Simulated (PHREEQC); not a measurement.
Solution (25 °C): 0.017 mol/kgw CdCl2, 0.0064 mol/kgw CuCl2 and 0.0011 mol/kgw H2SO4. Closed to the air; pH follows from the charge balance.

The numbers come from PHREEQC with the ion-association model, phreeqc.dat.

The ionic strength comes out as 0.0493 mol/kgw. What activity coefficients do CdCl+, Cl-, CuCl+, Cu+2, CdCl3- get?

CdCl+ 0.82, Cl- 0.81, CuCl+ 0.82, Cu+2 0.48, CdCl3- 0.82.

Precipitation was switched off in this run.
